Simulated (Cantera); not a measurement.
## Thermodynamics of silicon carbide growth, feed CH3SiH3 + HCl + H2 + C2H2

Input: 1 mol CH3SiH3, 2.4 mol HCl, 1.1 mol H2, 0.023 mol C2H2, at 1975 °C and 6.30 Torr.

Cantera equilibrium calculation (NASA polynomials, part measured and part estimated; ideal gas, pure solids and liquids). Candidate condensed phases: C, C6H6, C7H8, C8H18, Si, SiC; 109 gas species. The feed counts by its element totals alone. The tables' values for SiCl, SiCl3 are old estimates; treat these amounts as uncertain. Gases not in the tables: Si2H6 and higher silanes. Equilibrium is a limit: real reactors are often held back by kinetics, nucleation or transport.

* **x(H2)**: 0.604
* **x(HCl)**: 0.270
* **x(H)**: 0.0623
* **x(SiCl2)**: 0.0275
* **x(Cl)**: 0.0202
* **x(Si)**: 0.00857
* **x(SiCl)**: 0.00280
* **x(C2H2 (acetylene))**: 0.00200
* **x(SiC2)**: 0.000984
* **n(C(graphite))**: 0.286 mol
* **n(SiC(s))**: 0.714 mol
* **gas amount**: 6.887 mol
* **log10 activity of Si(l) (absent)**: -0.91
